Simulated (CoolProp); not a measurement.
Properties of n-perfluorobutane along the isobar 2.56 MPa.

Model: reference Helmholtz-energy equation of state, Gao 2022, in CoolProp.

```tsv
T (K)	phase	density (kg/m³)	cp (kJ/(kg K))	expansivity (1/kK)	fugacity coefficient
228.1	liquid	1753	1.051	1.902	0.005518
241.2	liquid	1710	1.064	1.947	0.01157
254.3	liquid	1666	1.079	2.012	0.02197
267.4	liquid	1622	1.094	2.101	0.03841
280.5	liquid	1577	1.110	2.222	0.06260
293.7	liquid	1529	1.128	2.387	0.09641
306.8	liquid	1480	1.147	2.611	0.1405
319.9	liquid	1428	1.170	2.926	0.1959
333	liquid	1370	1.198	3.389	0.2626
346.1	liquid	1305	1.236	4.119	0.3399
359.2	liquid	1227	1.295	5.421	0.4262
372.3	liquid	1124	1.412	8.394	0.5187
385.4	liquid	943.9	1.972	24.53	0.6123
398.5	supercritical	374.2	1.807	30.79	0.6804
```
